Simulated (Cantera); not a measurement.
Feed: 1 mol CH₃SiCl₃, 0.041 mol C₂H₄, 9.5 mol H₂, 0.13 mol C₂H₂, equilibrated at 52000 Pa.

Equilibrium computed with Cantera from the NASA thermochemical tables; the gas is ideal and each condensed phase is pure. Candidate condensed phases: C, C₆H₆, C₇H₈, C₈H₁₈, Si, SiC; 109 gas species. The feed counts by its element totals alone. The tables' values for SiCl₃, SiCl are old estimates; treat these amounts as uncertain. Gases not in the tables: Si₂H₆ and higher silanes. Equilibrium is a limit: real reactors are often held back by kinetics, nucleation or transport.

**Question.** At 2223 K, list the 4 most abundant gas species with their mole fractions, and the condensed phases.

**Answer.** H₂ 0.768, HCl 0.208, SiCl₂ 0.0122, H 0.00778. Condensed: C(graphite) + SiC(s).
